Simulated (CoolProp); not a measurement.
Vapour-liquid equilibrium of carbon dioxide (1) + R142b (2) at 231.9 K; x and y are mole fractions of (1).

Model: multi-fluid Helmholtz-energy mixture model, Span 1996 and Lemmon 2006; pair parameters Bell 2016, in CoolProp.

```json
[
 {"x": "0.05", "bubble pressure (bar)": "0.6076", "y at the bubble point": "0.647", "dew pressure at overall composition x (bar)": "0.2340", "liquid density (mol/L)": "12.94"},
 {"x": "0.125", "bubble pressure (bar)": "1.264", "y at the bubble point": "0.841", "dew pressure at overall composition x (bar)": "0.2537", "liquid density (mol/L)": "13.52"},
 {"x": "0.2", "bubble pressure (bar)": "1.986", "y at the bubble point": "0.906", "dew pressure at overall composition x (bar)": "0.2769", "liquid density (mol/L)": "14.14"},
 {"x": "0.275", "bubble pressure (bar)": "?", "y at the bubble point": "0.937", "dew pressure at overall composition x (bar)": "0.3048", "liquid density (mol/L)": "14.82"},
 {"x": "0.35", "bubble pressure (bar)": "?", "y at the bubble point": "0.955", "dew pressure at overall composition x (bar)": "0.3388", "liquid density (mol/L)": "15.54"},
 {"x": "0.425", "bubble pressure (bar)": "4.257", "y at the bubble point": "0.966", "dew pressure at overall composition x (bar)": "0.3815", "liquid density (mol/L)": "16.32"},
 {"x": "0.5", "bubble pressure (bar)": "4.982", "y at the bubble point": "0.974", "dew pressure at overall composition x (bar)": "0.4363", "liquid density (mol/L)": "17.17"},
 {"x": "0.575", "bubble pressure (bar)": "5.677", "y at the bubble point": "0.980", "dew pressure at overall composition x (bar)": "0.5096", "liquid density (mol/L)": "18.09"},
 {"x": "0.65", "bubble pressure (bar)": "6.347", "y at the bubble point": "0.984", "dew pressure at overall composition x (bar)": "0.6126", "liquid density (mol/L)": "19.10"},
 {"x": "0.725", "bubble pressure (bar)": "7.004", "y at the bubble point": "?", "dew pressure at overall composition x (bar)": "0.7679", "liquid density (mol/L)": "?"},
 {"x": "0.8", "bubble pressure (bar)": "7.664", "y at the bubble point": "0.991", "dew pressure at overall composition x (bar)": "1.029", "liquid density (mol/L)": "?"},
 {"x": "0.875", "bubble pressure (bar)": "8.346", "y at the bubble point": "0.995", "dew pressure at overall composition x (bar)": "?", "liquid density (mol/L)": "22.80"},
 {"x": "0.95", "bubble pressure (bar)": "9.072", "y at the bubble point": "0.998", "dew pressure at overall composition x (bar)": "3.273", "liquid density (mol/L)": "24.34"}
]
```

Problem. Some entries are withheld; supply them.

Solution. 
- 0.275, bubble pressure (bar): 2.743
- 0.35, bubble pressure (bar): 3.507
- 0.725, y at the bubble point: 0.988
- 0.725, liquid density (mol/L): 20.21
- 0.8, liquid density (mol/L): 21.43
- 0.875, dew pressure at overall composition x (bar): 1.563

No azeotrope shows between x = 0.05 and 0.95.

Pair parameters are fitted to limited data, so mixtures are less certain than the pure fluids. The gap from Raoult's law changes sign with composition, which may be real or a fault of the pair parameters; it wasn't checked against measurements.
